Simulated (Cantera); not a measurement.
**Hydrogen reduction and annealing atmospheres: V2O3 + H2**

Input: 1 mol V2O3, 15 mol H2, held at 133 Pa.

These are equilibrium values from Cantera (NASA tables, ideal gas, pure condensed phases), not measurements of a reactor. Candidate condensed phases: H2O, V, VO, V2O3, V2O4, V2O5; 12 gas species. Mutual solubility and eutectic melting of coexisting phases are not modelled. VO: taken at fixed stoichiometry. Condensed phases not in the tables: the oxides between V2O3 and V2O5 other than VO2. Kinetics and transport are ignored.

```json
[
 {"T (°C)": "502", "log p H2": "-2.88", "log p H2O": "-8.75", "log p H": "-13.44", "log p VO2": "<-14", "n V2O3(s)": "1.000", "n VO(s)": "0"},
 {"T (°C)": "652", "log p H2": "-2.88", "log p H2O": "-7.59", "log p H": "-11.02", "log p VO2": "<-14", "n V2O3(s)": "1.000", "n VO(s)": "0.000585"},
 {"T (°C)": "802", "log p H2": "-2.88", "log p H2O": "-6.75", "log p H": "-9.27", "log p VO2": "<-14", "n V2O3(s)": "0.998", "n VO(s)": "0.00398"},
 {"T (°C)": "952", "log p H2": "-2.88", "log p H2O": "-6.13", "log p H": "-7.94", "log p VO2": "-13.57", "n V2O3(s)": "0.992", "n VO(s)": "0.0167"},
 {"T (°C)": "1102", "log p H2": "-2.88", "log p H2O": "-5.64", "log p H": "-6.90", "log p VO2": "-11.09", "n V2O3(s)": "0.974", "n VO(s)": "0.0512"},
 {"T (°C)": "1252", "log p H2": "-2.88", "log p H2O": "-5.26", "log p H": "-6.06", "log p VO2": "-9.11", "n V2O3(s)": "0.937", "n VO(s)": "0.125"},
 {"T (°C)": "1402", "log p H2": "-2.88", "log p H2O": "-4.94", "log p H": "-5.38", "log p VO2": "-7.50", "n V2O3(s)": "0.870", "n VO(s)": "0.259"},
 {"T (°C)": "1552", "log p H2": "-2.89", "log p H2O": "-4.68", "log p H": "-4.80", "log p VO2": "-6.17", "n V2O3(s)": "0.756", "n VO(s)": "0.479"}
]
```
log p: log10 of the partial pressure in bar; n: condensed amount in mol.

At 502 °C the condensed part is V2O3(s). From 652 °C to 1552 °C the condensed part is VO(s) + V2O3(s).
